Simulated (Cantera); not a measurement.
Feed: 1 mol SiH2Cl2, 1100 mol H2, held at 2448.15 K and 0.950 bar.

Method: chemical equilibrium by Gibbs-energy minimisation in Cantera with the NASA 1993 tables (ideal gas, pure condensed phases). Candidate condensed phases: Si; 19 gas species. Gases not in the tables: Si2H6 and higher silanes. Rates play no part.

Task: What is the equilibrium state?

Result: 
```
Property                             Value
--------------------------------  --------
x(H2)                                0.977
x(H)                                0.0202
x(HCl)                             0.00176
x(Si)                             0.000582
x(SiH)                            0.000161
x(SiH2)                           0.000143
x(Cl)                              2.59e-5
x(SiCl)                            5.13e-6
x(Si2)                             2.49e-6
gas amount                        1114 mol
log10 activity of Si(l) (absent)     -0.76
```
